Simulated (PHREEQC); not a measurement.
0.015 g of hydrous ferric oxide (600 m²/g; 0.2 weak and 0.005 strong sites per Fe, Dzombak-Morel constants, diffuse double layer) in 1 kg of water with 0.01 mol/kgw of an inert sodium salt and 8.6e-07 mol/kgw H3BO3, at 25 °C; the pH is set by adding NaOH or the inert anion's acid. O2 is buffered at 0.21 atm. CO2 from the air is kept out. No solid was allowed to form.

Model: ion-association model, wateq4f.dat, run in PHREEQC.

```
pH    B sorbed (%)  surface charge σ (C/m²)  surface potential ψ (mV)
----  ------------  -----------------------  ------------------------
3              0.0                    0.324                       203
3.5            0.0                    0.275                       197
4              0.0                    0.216                       185
4.5            0.0                    0.160                       170
5              0.0                    0.113                       152
5.5            0.0                    0.077                       132
6              0.0                    0.049                       110
6.5            0.0                    0.030                        86
7              0.0                    0.017                        61
7.5            0.0                    0.008                        34
8              0.0                    0.001                         6
8.5            0.0                   -0.005                       -22
9              0.0                   -0.013                       -49
9.5            0.0                   -0.024                       -75
10             0.0                   -0.040                      -100
10.5           0.0                   -0.064                      -123
11             0.0                   -0.099                      -143
```

Species that the database lacks are ignored. The oxide is taken as insoluble; below pH 4 it would dissolve.
